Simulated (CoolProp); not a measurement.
Vapour-liquid equilibrium of acetone (1) + ethanol (2) at 360.3 K; x and y are mole fractions of (1).

Model: multi-fluid Helmholtz-energy mixture model, Lemmon 2006 and Schroeder 2014; pair parameters Bell 2016, in CoolProp.

```json
[
 {"x": "0.05", "bubble pressure (kPa)": "156.4", "y at the bubble point": "0.135", "dew pressure at overall composition x (kPa)": "146.8", "liquid density (mol/L)": "15.56"},
 {"x": "0.125", "bubble pressure (kPa)": "175.3", "y at the bubble point": "0.280", "dew pressure at overall composition x (kPa)": "155.2", "liquid density (mol/L)": "15.23"},
 {"x": "0.2", "bubble pressure (kPa)": "191.0", "y at the bubble point": "0.384", "dew pressure at overall composition x (kPa)": "164.5", "liquid density (mol/L)": "14.90"},
 {"x": "0.275", "bubble pressure (kPa)": "[?]", "y at the bubble point": "[?]", "dew pressure at overall composition x (kPa)": "174.6", "liquid density (mol/L)": "14.59"},
 {"x": "0.35", "bubble pressure (kPa)": "215.1", "y at the bubble point": "0.531", "dew pressure at overall composition x (kPa)": "185.7", "liquid density (mol/L)": "14.29"},
 {"x": "0.425", "bubble pressure (kPa)": "224.6", "y at the bubble point": "0.588", "dew pressure at overall composition x (kPa)": "197.5", "liquid density (mol/L)": "14.01"},
 {"x": "0.5", "bubble pressure (kPa)": "232.7", "y at the bubble point": "0.640", "dew pressure at overall composition x (kPa)": "209.9", "liquid density (mol/L)": "13.73"},
 {"x": "0.575", "bubble pressure (kPa)": "[?]", "y at the bubble point": "0.689", "dew pressure at overall composition x (kPa)": "222.4", "liquid density (mol/L)": "13.47"},
 {"x": "0.65", "bubble pressure (kPa)": "246.1", "y at the bubble point": "0.737", "dew pressure at overall composition x (kPa)": "234.2", "liquid density (mol/L)": "13.23"},
 {"x": "0.725", "bubble pressure (kPa)": "251.5", "y at the bubble point": "0.787", "dew pressure at overall composition x (kPa)": "244.5", "liquid density (mol/L)": "12.99"},
 {"x": "0.8", "bubble pressure (kPa)": "256.1", "y at the bubble point": "0.838", "dew pressure at overall composition x (kPa)": "252.8", "liquid density (mol/L)": "[?]"},
 {"x": "0.875", "bubble pressure (kPa)": "259.9", "y at the bubble point": "0.894", "dew pressure at overall composition x (kPa)": "258.8", "liquid density (mol/L)": "12.56"},
 {"x": "0.95", "bubble pressure (kPa)": "262.8", "y at the bubble point": "0.955", "dew pressure at overall composition x (kPa)": "262.6", "liquid density (mol/L)": "12.36"}
]
```

Q: What belongs in the gaps?

A: 
- 0.275, bubble pressure (kPa): 204.1
- 0.275, y at the bubble point: 0.465
- 0.575, bubble pressure (kPa): 239.8
- 0.8, liquid density (mol/L): 12.77

No azeotrope shows between x = 0.05 and 0.95.

Pair parameters are fitted to limited data, so mixtures are less certain than the pure fluids.
